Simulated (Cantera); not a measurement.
A Cantera script and its output.

```python
import numpy as np
import cantera as ct

gas = ct.Solution("gri30.yaml")
gas.TPX = 2148, 32000, {'CH4': 0.033, 'H2': 1, 'CO2': 0.011}
reactor = ct.IdealGasConstPressureReactor(gas, energy="off", clone=False)
net = ct.ReactorNet([reactor])
net.rtol, net.atol = 1e-08, 1e-18
show = ['CH4', 'H2', 'CO2', 'C2H2', 'CH2O', 'CH2CO']
times = np.geomspace(8e-05, 200, 14)

steps = ct.SolutionArray(gas, extra=["t"])
rows = []
print(f"{'t/s':>10s}{'T/K':>9s}{'P/Pa':>11s}" + "".join(f"{s:>11s}" for s in show))
for t in times:
    while net.time < t:
        t_next = net.step()
        steps.append(gas.state, t=t_next)
    rows.append([np.interp(t, steps.t, y) for y in (steps.T, steps.P, *steps(*show).X.T)])
    print(f"{t:10.3e}{rows[-1][0]:9.1f}{rows[-1][1]:11.4g}" + "".join(f"{x:11.3e}" for x in rows[-1][2:]))
rate = np.gradient(steps.T, steps.t)
print("integrator steps:", len(steps.t))
if steps.T.max() > steps.T[0] + 200:
    print(f"time of steepest temperature rise: {steps.t[rate.argmax()]:.4e} s")
gas.TPX = 2148, 32000, {'CH4': 0.033, 'H2': 1, 'CO2': 0.011}
gas.equilibrate("TP")
print(f"equilibrium (TP): T = {gas.T:.1f} K  " + "  ".join(f"{s} {gas[s].X[0]:.3e}" for s in show))
```

Result:

```
       t/s      T/K       P/Pa        CH4         H2        CO2       C2H2       CH2O      CH2CO
 8.000e-05   2148.0    3.2e+04  2.932e-02  9.541e-01  9.612e-03  8.650e-05  3.575e-07  8.286e-09
 2.485e-04   2148.0    3.2e+04  2.428e-02  9.495e-01  5.452e-03  1.902e-03  4.760e-07  1.355e-07
 7.716e-04   2148.0    3.2e+04  1.471e-02  9.497e-01  5.894e-04  7.004e-03  2.501e-07  4.766e-07
 2.396e-03   2148.0    3.2e+04  6.117e-03  9.542e-01  2.165e-05  1.156e-02  1.068e-07  6.781e-07
 7.442e-03   2148.0    3.2e+04  2.189e-03  9.567e-01  2.069e-05  1.328e-02  3.794e-08  6.772e-07
 2.311e-02   2148.0    3.2e+04  1.150e-03  9.584e-01  1.844e-05  1.279e-02  1.659e-08  4.946e-07
 7.178e-02   2148.0    3.2e+04  7.520e-04  9.604e-01  1.087e-05  1.123e-02  6.735e-09  2.104e-07
 2.229e-01   2148.0    3.2e+04  3.433e-04  9.621e-01  1.733e-06  1.009e-02  2.742e-09  2.997e-08
 6.923e-01   2148.0    3.2e+04  2.030e-04  9.624e-01  6.786e-09  9.948e-03  2.502e-09  3.072e-09
 2.150e+00   2148.0    3.2e+04  2.021e-04  9.624e-01  7.312e-10  9.948e-03  2.502e-09  2.975e-09
 6.677e+00   2148.0    3.2e+04  2.021e-04  9.624e-01  7.312e-10  9.948e-03  2.502e-09  2.975e-09
 2.074e+01   2148.0    3.2e+04  2.021e-04  9.624e-01  7.312e-10  9.948e-03  2.502e-09  2.975e-09
 6.440e+01   2148.0    3.2e+04  2.021e-04  9.624e-01  7.312e-10  9.948e-03  2.502e-09  2.975e-09
 2.000e+02   2148.0    3.2e+04  2.021e-04  9.624e-01  7.312e-10  9.948e-03  2.502e-09  2.975e-09
integrator steps: 1212
equilibrium (TP): T = 2148.0 K  CH4 2.023e-04  H2 9.624e-01  CO2 7.351e-10  C2H2 9.947e-03  CH2O 2.502e-09  CH2CO 2.978e-09
```

Computed with Cantera and GRI-Mech 3.0 (53 species, 325 reactions). GRI-Mech 3.0 stops at C3 and has no aromatics, soot or wall deposition, so with more carbon than oxygen in the feed, carbon stays in small species such as C2H2 where larger ones or solid carbon would form.
